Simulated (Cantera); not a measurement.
# Stirred combustor or abatement burner

A perfectly stirred reactor is fed with CH₄ : O₂ : N₂ = 1 : 2.27 : 8.55 (molar parts), at 1.01 bar; it is adiabatic with a 648 K inlet, and is followed from long to short residence time, starting on the burning branch (τ in s: 0.15, 0.07, 0.033, 0.015, 0.0073, 0.0034, 0.0016, 0.00075, 0.00035, 0.00017, 7.8e-05, 3.7e-05, 1.7e-05).

Cantera simulation using GRI-Mech 3.0 (53 species, 325 reactions); the numbers are that mechanism's predictions, not measurements.

| τ (s) | T (K) | x CH₄ | x O₂ | x H | x CH₂O | x HCN | x C₂H₄ |
|---|---|---|---|---|---|---|---|
| 0.15 | 2307 | 1.26e-6 | 0.0238 | 0.000532 | 2.29e-7 | 1.33e-7 | 1.83e-11 |
| 0.070 | 2305 | 2.58e-6 | 0.0244 | 0.000578 | 4.71e-7 | 2.01e-7 | 7.43e-11 |
| 0.033 | 2298 | 5.09e-6 | 0.0251 | 0.000670 | 9.32e-7 | 2.65e-7 | 2.72e-10 |
| 0.015 | 2284 | 9.95e-6 | 0.0261 | 0.000868 | 1.81e-6 | 3.17e-7 | 9.23e-10 |
| 0.0073 | 2260 | 1.75e-5 | 0.0272 | 0.00122 | 3.15e-6 | 3.50e-7 | 2.40e-9 |
| 0.0034 | 2221 | 3.10e-5 | 0.0289 | 0.00190 | 5.40e-6 | 3.80e-7 | 5.79e-9 |
| 0.0016 | 2171 | 5.43e-5 | 0.0309 | 0.00298 | 8.99e-6 | 4.21e-7 | 1.31e-8 |
| 0.00075 | 2111 | 9.80e-5 | 0.0333 | 0.00455 | 1.52e-5 | 4.90e-7 | 3.08e-8 |
| 0.00035 | 2043 | 0.000187 | 0.0360 | 0.00650 | 2.67e-5 | 6.12e-7 | 8.19e-8 |
| 0.00017 | 1975 | 0.000369 | 0.0394 | 0.00834 | 4.86e-5 | 8.18e-7 | 2.48e-7 |
| 7.8e-5 | 1896 | 0.000884 | 0.0453 | 0.00935 | 0.000105 | 1.28e-6 | 1.16e-6 |
| 3.7e-5 | 648 | 0.0846 | 0.192 | <1e-12 | <1e-12 | <1e-12 | <1e-12 |
| 1.7e-5 | 648 | 0.0846 | 0.192 | <1e-12 | <1e-12 | <1e-12 | <1e-12 |
x: mole fraction; the columns are a selection and need not sum to one.
